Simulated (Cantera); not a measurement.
An isothermal, constant-pressure homogeneous reactor starts with 0.356 % CO, 0.827 % O2, 2.69 % H2O, 96.1 % N2, equivalence ratio 0.22, at 1250 K and 0.345 atm.

Cantera simulation using GRI-Mech 3.0 (53 species, 325 reactions); the numbers are that mechanism's predictions, not measurements.

x: mole fraction; the columns are a selection and need not sum to one.

| t (s) | x CO | x O2 | x H2O | x NO | x H |
|---|---|---|---|---|---|
| 0.000300 | 0.00356 | 0.00827 | 0.0269 | <1e-12 | 3.67e-11 |
| 0.000954 | 0.00356 | 0.00827 | 0.0269 | <1e-12 | 4.20e-10 |
| 0.00304 | 0.00356 | 0.00827 | 0.0269 | <1e-12 | … |
| 0.00965 | 0.00267 | 0.00786 | 0.0265 | 3.23e-9 | 0.000165 |
| 0.0307 | 0.000106 | 0.00656 | 0.0268 | 9.67e-8 | 3.60e-5 |
| 0.0977 | … | 0.00650 | 0.0269 | 1.01e-7 | … |
| 0.311 | 4.97e-7 | 0.00650 | 0.0270 | 1.01e-7 | 3.20e-8 |
| 0.988 | 5.22e-8 | 0.00650 | 0.0270 | 1.02e-7 | 2.87e-9 |
| 3.14 | 1.14e-8 | 0.00650 | 0.0270 | 1.02e-7 | 4.52e-10 |
| 10.0 | 4.83e-9 | 0.00650 | 0.0270 | 1.02e-7 | 1.45e-10 |

Q: What belongs in the gaps?

A: 
- 0.00304, x H: 1.89e-8
- 0.0977, x CO: 6.40e-6
- 0.0977, x H: 7.02e-7
